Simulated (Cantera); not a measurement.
A perfectly stirred reactor is fed with 1.73 % C3H8, 19.2 % O2, 72.3 % N2, 6.75 % CO2, equivalence ratio 0.45, at 1.18 atm; it is adiabatic with a 625 K inlet, and is followed from long to short residence time, starting on the burning branch (τ in s: 0.029, 0.012, 0.0051, 0.0021, 0.0009, 0.00038, 0.00016, 6.8e-05, 2.9e-05).

Cantera simulation using GRI-Mech 3.0 (53 species, 325 reactions); the numbers are that mechanism's predictions, not measurements. GRI-Mech 3.0 was tuned for natural gas; its chemistry of propane as a main component is partial and can be far from experiment.

One state of this run: T (K) = 1477; x C3H8 = 4.77e-5; x O2 = 0.108; x CO2 = 0.106; x CH4 = 8.32e-6; x HCO = 1.46e-6; x C2H4 = 9.74e-5. x: mole fraction; the columns are a selection and need not sum to one.

Which value of τ (s) does it belong to?
(A) 0.029
(B) 0.00090
(C) 2.9e-5
(D) 0.00016

B, 0.00090
